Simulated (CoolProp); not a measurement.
Vapour-liquid equilibrium of R114 (1) + benzene (2) at 219 kPa; x and y are mole fractions of (1).

The numbers come from the multi-fluid Helmholtz-energy mixture model, Platzer 1990 and Thol 2012; pair parameters Bell 2016 in CoolProp. This equation is an older, rougher fit; its heat capacities, sound speeds and derivatives of the liquid may be far off and weren't checked against measurements.

```tsv
x	bubble temperature (K)	y at the bubble point	dew temperature at overall composition x (K)	liquid density (mol/L)
0.05	357.4	0.484	378.6	10.19
0.2	326.3	0.833	372.2	10.19
0.35	316.1	0.897	365.0	9.898
0.5	311.1	0.924	356.4	9.555
0.65	307.4	0.944	345.6	9.211
0.8	303.9	0.965	330.6	8.886
0.95	300.1	0.990	306.4	8.590
```

No azeotrope shows between x = 0.05 and 0.95.

Pair parameters are fitted to limited data, so mixtures are less certain than the pure fluids. With so large a gap from Raoult's law the liquid may split in two, which this calculation doesn't test in full.
